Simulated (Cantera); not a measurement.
Charge: 1 mol SiH₂Cl₂, a varied amount of N₂, equilibrated at 0.000790 bar.

Method: chemical equilibrium by Gibbs-energy minimisation in Cantera with the NASA 1993 tables (ideal gas, pure condensed phases). Candidate condensed phases: NH₄Cl, Si, Si₃N₄; 28 gas species. N₂ is the only nitrogen source here; it is nearly inert below about 1500 K, so the nitride shown seldom forms there in practice. The tables' values for SiCl₃ are old estimates. Rates play no part.

Stable condensed phases, one row left out:

```
T in K \ n(N₂) in mol
         2.7 9.1  15  22  28  35  41  47  54  60  67  73
   2023    A   A   A   A   A   A   A   A   A   A   A   A
   1923    B   A   A   A   A   A   A   A   A   A   A   A
   1823    B   B   B   B   B   A   A   A   A   A   A   A
   1723    B   B   B   B   B   B   B   B   B   B   B   B
   1523    C   C   C   C   C   C   C   C   C   C   C   C
   1423    C   C   C   C   C   C   C   C   C   C   C   C
   1323    C   C   C   C   C   C   C   C   C   C   C   C
   1223    C   C   C   C   C   C   C   C   C   C   C   C
   1123    C   C   C   C   C   C   C   C   C   C   C   C
   1023    C   C   C   C   C   C   C   C   C   C   C   C
    923    C   C   C   C   C   C   C   C   C   C   C   C
    823    C   C   C   C   C   C   C   C   C   C   C   C
    723    C   C   C   C   C   C   C   C   C   C   C   C
```

A: gas only; B: Si; C: Si₃N₄.

Problem. Give the row for 1623 K.

Solution. 2.7: Si₃N₄; 9.1: Si₃N₄; 15: Si₃N₄; 22: Si₃N₄; 28: Si₃N₄; 35: Si₃N₄; 41: Si₃N₄; 47: Si₃N₄; 54: Si₃N₄; 60: Si₃N₄; 67: Si₃N₄; 73: Si₃N₄.
